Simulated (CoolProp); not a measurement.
Vapour-liquid equilibrium of 1-butene (1) + acetone (2) at 2.21 bar; x and y are mole fractions of (1).

The numbers come from the multi-fluid Helmholtz-energy mixture model, Lemmon 2005 and Lemmon 2006; pair parameters Bell 2016 in CoolProp.

Problem. Give the bubble temperature and the first vapour's composition at x = 0.45, 0.65, 0.95. Is there an azeotrope?

Solution. x = 0.45: 25.1 °C, y = 0.895; x = 0.65: 21.4 °C, y = 0.923; x = 0.95: 16.5 °C, y = 0.981. No azeotrope shows between x = 0.05 and 0.95.

The pair parameters rest on a limited set of measurements; away from them the model extrapolates. With so large a gap from Raoult's law the liquid may split in two, which this calculation doesn't test in full.
